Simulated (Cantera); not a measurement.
A closed system holds: 1 mol BCl₃, 0.23 mol N₂, 0.21 mol O₂, equilibrated at 1275 °C and 0.240 bar.

Method: chemical equilibrium by Gibbs-energy minimisation in Cantera with the NASA 1993 tables (ideal gas, pure condensed phases). Candidate condensed phases: B, BN, B₂O₃; 25 gas species. The tables' values for BOCl are old estimates; treat these amounts as uncertain. Equilibrium is a limit: real reactors are often held back by kinetics, nucleation or transport.

Base state: BCl₃ 0.404, Cl₂ 0.251, N₂ 0.160, B₃O₃Cl₃ 0.0942, Cl 0.0818, BOCl 0.00918, B₂O₃ 0.000154 (mole fractions); condensed: gas only.

### Question
What changes in the equilibrium state with this change: pressure from 0.240 bar to 91.0 mbar?

### Answer
| species | before | after |
|---|---|---|
| BCl₃ | 0.404 | 0.392 |
| Cl₂ | 0.251 | 0.221 |
| N₂ | 0.160 | 0.155 |
| Cl | 0.0818 | 0.125 |
| BOCl | 0.00918 | 0.0172 |
| B₃O₃Cl₃ | 0.0942 | 0.0885 |
| B₂O₃ | 0.000154 | 0.000392 |

### Question
What changes in the equilibrium state with this change: BCl₃ replaced by B₂H₆?

### Answer
| species | before | after |
|---|---|---|
| H₂ | 0 | 0.983 |
| HBO | 0 | 0.0120 |
| B₃O₃H₃ | 0 | 0.00326 |
| BCl₃ | 0.404 | 0 |
| Cl₂ | 0.251 | 0 |
| B₃O₃Cl₃ | 0.0942 | 0 |
| Cl | 0.0818 | 0 |
| N₂ | 0.160 | 7.85e-8 |
| BOCl | 0.00918 | 0 |
| B₂O₂ | <1e-9 | 0.000958 |
| HBO₂ | 0 | 0.000334 |
| H | 0 | 6.23e-5 |
| B(s), mol | 0 | 1.24 |
| BN(s), mol | 0 | 0.460 |
| B₂O₃(l), mol | 0 | 0.115 |
The feed counts by its element totals alone. Mutual solubility and eutectic melting of coexisting phases are not modelled. The tables' values for BH₂ are old estimates; treat these amounts as uncertain. Further candidate phases: B₃O₃H₃, H₂O.

### Question
What changes in the equilibrium state with this change: pressure from 0.240 bar to 0.133 bar?

### Answer
| species | before | after |
|---|---|---|
| BCl₃ | 0.404 | 0.397 |
| Cl₂ | 0.251 | 0.234 |
| N₂ | 0.160 | 0.157 |
| Cl | 0.0818 | 0.106 |
| BOCl | 0.00918 | 0.0134 |
| B₃O₃Cl₃ | 0.0942 | 0.0911 |
| B₂O₃ | 0.000154 | 0.000272 |
